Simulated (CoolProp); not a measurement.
Vapour-liquid equilibrium of carbon dioxide (1) + n-butane (2) at 549 kPa; x and y are mole fractions of (1).

The numbers come from the multi-fluid Helmholtz-energy mixture model, Span 1996 and Bücker 2006; pair parameters Kunz 2012 in CoolProp.

```json
[
 {"x": "0.05", "bubble temperature, mixture model (°C)": "18.5", "bubble temperature, Raoult's law (°C)": "24.7", "y, mixture model": "0.625", "y, Raoult's law": "0.582"},
 {"x": "0.15", "bubble temperature, mixture model (°C)": "-23.7", "bubble temperature, Raoult's law (°C)": "-3.7", "y, mixture model": "0.930", "y, Raoult's law": "0.862"},
 {"x": "0.25", "bubble temperature, mixture model (°C)": "[?]", "bubble temperature, Raoult's law (°C)": "-18.7", "y, mixture model": "0.969", "y, Raoult's law": "0.934"},
 {"x": "0.35", "bubble temperature, mixture model (°C)": "-45.1", "bubble temperature, Raoult's law (°C)": "-28.3", "y, mixture model": "0.979", "y, Raoult's law": "0.964"},
 {"x": "0.45", "bubble temperature, mixture model (°C)": "-48.0", "bubble temperature, Raoult's law (°C)": "-35.2", "y, mixture model": "[?]", "y, Raoult's law": "0.978"},
 {"x": "0.55", "bubble temperature, mixture model (°C)": "-49.5", "bubble temperature, Raoult's law (°C)": "-40.5", "y, mixture model": "[?]", "y, Raoult's law": "0.987"},
 {"x": "0.65", "bubble temperature, mixture model (°C)": "-50.4", "bubble temperature, Raoult's law (°C)": "-44.8", "y, mixture model": "0.987", "y, Raoult's law": "0.992"},
 {"x": "0.75", "bubble temperature, mixture model (°C)": "[?]", "bubble temperature, Raoult's law (°C)": "-48.4", "y, mixture model": "[?]", "y, Raoult's law": "0.995"},
 {"x": "0.85", "bubble temperature, mixture model (°C)": "-52.5", "bubble temperature, Raoult's law (°C)": "-51.4", "y, mixture model": "0.991", "y, Raoult's law": "0.998"},
 {"x": "0.95", "bubble temperature, mixture model (°C)": "-54.2", "bubble temperature, Raoult's law (°C)": "-54.0", "y, mixture model": "[?]", "y, Raoult's law": "0.999"}
]
```

### Question
Some entries are withheld; supply them.

### Answer

- 0.25, bubble temperature, mixture model (°C): -38.8
- 0.45, y, mixture model: 0.983
- 0.55, y, mixture model: 0.985
- 0.75, bubble temperature, mixture model (°C): -51.3
- 0.75, y, mixture model: 0.988
- 0.95, y, mixture model: 0.996

The largest gap from Raoult's law is -20.1 K in bubble temperature, at x = 0.25. No azeotrope shows between x = 0.05 and 0.95.

Pair parameters are fitted to limited data, so mixtures are less certain than the pure fluids. With so large a gap from Raoult's law the liquid may split in two, which this calculation doesn't test in full.
